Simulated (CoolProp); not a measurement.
Vapour-liquid equilibrium of CHF3 (R23) (1) + R13 (2) at 2260 kPa; x and y are mole fractions of (1).

Values from CoolProp's multi-fluid Helmholtz-energy mixture model, Penoncello 2003 and Platzer 1990; pair parameters Bell 2016. This equation is an older, rougher fit; its heat capacities, sound speeds and derivatives of the liquid may be far off and weren't checked against measurements.

```json
[
 {"x": "0.05", "bubble temperature, mixture model (K)": "276.0", "bubble temperature, Raoult's law (K)": "278.1", "y, mixture model": "0.083", "y, Raoult's law": "0.063"},
 {"x": "0.125", "bubble temperature, mixture model (K)": "272.8", "bubble temperature, Raoult's law (K)": "277.3", "y, mixture model": "0.189", "y, Raoult's law": "0.154"},
 {"x": "0.2", "bubble temperature, mixture model (K)": "270.4", "bubble temperature, Raoult's law (K)": "276.5", "y, mixture model": "0.277", "y, Raoult's law": "0.241"},
 {"x": "0.275", "bubble temperature, mixture model (K)": "268.6", "bubble temperature, Raoult's law (K)": "275.7", "y, mixture model": "0.352", "y, Raoult's law": "0.325"},
 {"x": "0.35", "bubble temperature, mixture model (K)": "267.3", "bubble temperature, Raoult's law (K)": "275.0", "y, mixture model": "0.418", "y, Raoult's law": "0.406"},
 {"x": "0.425", "bubble temperature, mixture model (K)": "266.4", "bubble temperature, Raoult's law (K)": "274.3", "y, mixture model": "0.477", "y, Raoult's law": "0.484"},
 {"x": "0.5", "bubble temperature, mixture model (K)": "265.8", "bubble temperature, Raoult's law (K)": "273.6", "y, mixture model": "0.534", "y, Raoult's law": "0.559"},
 {"x": "0.575", "bubble temperature, mixture model (K)": "265.4", "bubble temperature, Raoult's law (K)": "272.9", "y, mixture model": "0.589", "y, Raoult's law": "0.631"},
 {"x": "0.65", "bubble temperature, mixture model (K)": "265.4", "bubble temperature, Raoult's law (K)": "272.3", "y, mixture model": "0.646", "y, Raoult's law": "0.701"},
 {"x": "0.725", "bubble temperature, mixture model (K)": "265.6", "bubble temperature, Raoult's law (K)": "271.7", "y, mixture model": "0.705", "y, Raoult's law": "0.769"},
 {"x": "0.8", "bubble temperature, mixture model (K)": "266.1", "bubble temperature, Raoult's law (K)": "271.1", "y, mixture model": "0.770", "y, Raoult's law": "0.835"},
 {"x": "0.875", "bubble temperature, mixture model (K)": "267.0", "bubble temperature, Raoult's law (K)": "270.5", "y, mixture model": "0.844", "y, Raoult's law": "0.898"},
 {"x": "0.95", "bubble temperature, mixture model (K)": "268.3", "bubble temperature, Raoult's law (K)": "269.9", "y, mixture model": "0.932", "y, Raoult's law": "0.960"}
]
```

The largest gap from Raoult's law is -7.9 K in bubble temperature, at x = 0.425. y crosses x between x = 0.575 and 0.65: the model has an azeotrope there.

Pair parameters are fitted to limited data, so mixtures are less certain than the pure fluids.
